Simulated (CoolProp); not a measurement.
Model: reference Helmholtz-energy equation of state, Thol 2019, in CoolProp.

### Question
For dodecamethylpentasiloxane (MD3M), give the phase and the cp (kJ/(kg K)), cv (kJ/(kg K)), speed of sound (m/s), Joule-Thomson coefficient (K/MPa) at 620 K and 1.29 MPa; 620 K and 1.43 MPa.

### Answer
- 620 K and 1.29 MPa: liquid; cp 2.55, cv 2.15, speed of sound 131, Joule-Thomson coefficient 2.66
- 620 K and 1.43 MPa: liquid; cp 2.51, cv 2.15, speed of sound 143, Joule-Thomson coefficient 2.19
